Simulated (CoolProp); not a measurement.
Vapour pressure (bar) of carbon monoxide: the reference equation beside estimates from Tc = -140.3 °C, pc = 34.98 bar, ω = 0.050. Clausius-Clapeyron is anchored at -174.65 °C with a constant enthalpy of vaporisation of 5.244 kJ/mol.

Computed with CoolProp (reference Helmholtz-energy equation of state, Lemmon 2006). It is a short technical equation, of lower accuracy than the large ones.

```tsv
T (°C)	reference	Clausius-Clapeyron	Soave-Redlich-Kwong
-174.65	4.864	4.864	4.885
-171.25	6.249	(withheld)	6.288
-167.85	7.899	7.354	7.962
-164.45	9.840	8.869	9.935
-161.05	12.10	10.58	12.23
-157.65	14.71	12.48	14.89
-154.25	(withheld)	14.59	17.92
-150.85	21.12	(withheld)	21.37
-147.45	24.99	19.44	25.25
```

### Question
What belongs in the gaps?

### Answer

- -171.25, Clausius-Clapeyron: 6.022
- -154.25, reference: 17.71
- -150.85, Clausius-Clapeyron: 16.91

Absolute difference from the reference over all 9 rows, mean and median: Clausius-Clapeyron 12.0 and 12.6 %, Soave-Redlich-Kwong 0.9 and 1.0 %.
